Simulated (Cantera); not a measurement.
A closed system holds: 1 mol BN, 1.6 mol O2, 4.5 mol N2, held at 100 Torr.

Cantera equilibrium calculation (NASA polynomials, part measured and part estimated; ideal gas, pure solids and liquids). Candidate condensed phases: B, BN, B2O3; 17 gas species. The numbers say what is thermodynamically allowed, not how fast it happens.

Problem. Which condensed phases are stable at each of these points (T (K)): 1475, 1525, 1575, 1625, 1675, 1725, 1775, 1825, 1875, 1925, 1975?

Solution. 
| T (K) | condensed phases | B condensed (%) |
|---|---|---|
| 1475 | B2O3(l) | 99.9 |
| 1525 | B2O3(l) | 99.7 |
| 1575 | B2O3(l) | 99.1 |
| 1625 | B2O3(l) | 97.9 |
| 1675 | B2O3(l) | 95.1 |
| 1725 | B2O3(l) | 89.3 |
| 1775 | B2O3(l) | 77.4 |
| 1825 | B2O3(l) | 54.0 |
| 1875 | B2O3(l) | 8.4 |
| 1925 | gas only | 0.0 |
| 1975 | gas only | 0.0 |

From 1475 K to 1875 K the condensed part is B2O3(l). From 1925 K to 1975 K nothing is condensed.
